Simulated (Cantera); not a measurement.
## Equilibrium for silicon oxide and oxynitride deposition: SiH4 + CO2 + N2

A closed system holds: 1 mol SiH4, 0.11 mol CO2, 1.2 mol N2, equilibrated at 4.30 mbar.

Method: chemical equilibrium by Gibbs-energy minimisation in Cantera with the NASA 1993 tables (ideal gas, pure condensed phases). Candidate condensed phases: C, C6H6, C7H8, C8H18, H2O, Si, SiC, SiO2, Si2N2O, Si3N4; 151 gas species. N2 is the only nitrogen source here; it is nearly inert below about 1500 K, so the nitride shown seldom forms there in practice. Mutual solubility and eutectic melting of coexisting phases are not modelled. Kinetics and transport are ignored.

From 1000 K to 1225 K the condensed part is C(graphite) + Si2N2O(s) + Si3N4(s). At 1250 K the condensed part is SiC(s) + Si2N2O(s) + Si3N4(s).

```tsv
T (K)	log p H2	log p N2	log p CH4	log p HCN	n C(graphite)	n Si2N2O(s)	n Si3N4(s)	n SiC(s)
1000	-2.48	-3.00	-5.98	-8.03	0.109	0.220	0.187	0
1025	-2.48	-3.00	-6.10	-7.86	0.110	0.220	0.187	0
1050	-2.48	-3.00	-6.21	-7.69	0.110	0.220	0.187	0
1075	-2.48	-3.00	-6.31	-7.54	0.110	0.220	0.187	0
1100	-2.48	-3.00	-6.41	-7.39	0.110	0.220	0.187	0
1125	-2.48	-3.00	-6.50	-7.25	0.110	0.220	0.187	0
1150	-2.48	-3.00	-6.59	-7.12	0.110	0.220	0.187	0
1175	-2.48	-3.00	-6.68	-6.99	0.110	0.220	0.187	0
1200	-2.48	-3.00	-6.76	-6.87	0.110	0.220	0.187	0
1225	-2.48	-3.00	-6.84	-6.75	0.110	0.220	0.187	0
1250	-2.49	-2.96	-6.97	-6.65	0	0.220	0.150	0.110
```
log p: log10 of the partial pressure in bar; n: condensed amount in mol.
